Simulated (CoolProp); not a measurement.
n-undecane at several states: density (kg/m³) from the reference equation and from simpler models built on Tc = 638.8 K, pc = 1990 kPa, ω = 0.539; each cubic takes its own stable root.

Values from CoolProp's reference Helmholtz-energy equation of state, Aleksandrov 2011. It is a short technical equation, of lower accuracy than the large ones.

```json
[
 {"T (K)": "320.8", "p (kPa)": "45.6", "phase": "liquid", "reference": "719.2", "van der Waals": "___", "Redlich-Kwong": "569.5", "Peng-Robinson": "671.7"},
 {"T (K)": "470.4", "p (kPa)": "44.9", "phase": "gas", "reference": "1.848", "van der Waals": "1.820", "Redlich-Kwong": "1.828", "Peng-Robinson": "1.838"},
 {"T (K)": "257", "p (kPa)": "41.5", "phase": "liquid", "reference": "___", "van der Waals": "403.9", "Redlich-Kwong": "___", "Peng-Robinson": "___"},
 {"T (K)": "304.1", "p (kPa)": "60.1", "phase": "liquid", "reference": "731.9", "van der Waals": "389.2", "Redlich-Kwong": "___", "Peng-Robinson": "___"},
 {"T (K)": "555.3", "p (kPa)": "411", "phase": "gas", "reference": "___", "van der Waals": "15.35", "Redlich-Kwong": "15.71", "Peng-Robinson": "16.17"}
]
```

What belongs in the gaps?


- 320.8, van der Waals: 2.766
- 257, reference: 768.2
- 257, Redlich-Kwong: 601.9
- 257, Peng-Robinson: 697.3
- 304.1, Redlich-Kwong: 578.6
- 304.1, Peng-Robinson: 679.1
- 555.3, reference: 16.43

At some of these states van der Waals gives the other phase, because its saturation line lies elsewhere.
